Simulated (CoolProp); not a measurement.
Model: reference Helmholtz-energy equation of state, Wagner 2002, in CoolProp.

Q: Give the vapour pressure (MPa), vapour density (kg/m³), liquid cp (kJ/(kg K)), liquid conductivity (mW/(m K)) of saturated water at 254.55, 297.35, 318.75 °C.

A: 
```csv
T (°C),p (MPa),vapour density (kg/m³),liquid cp (kJ/(kg K)),liquid conductivity (mW/(m K))
254.55,4.29,21.6,4.92,612
297.35,8.27,44.2,5.68,557
318.75,11.1,63.3,6.47,522
```

Thermal conductivity comes from a separate model (Huber 2012).
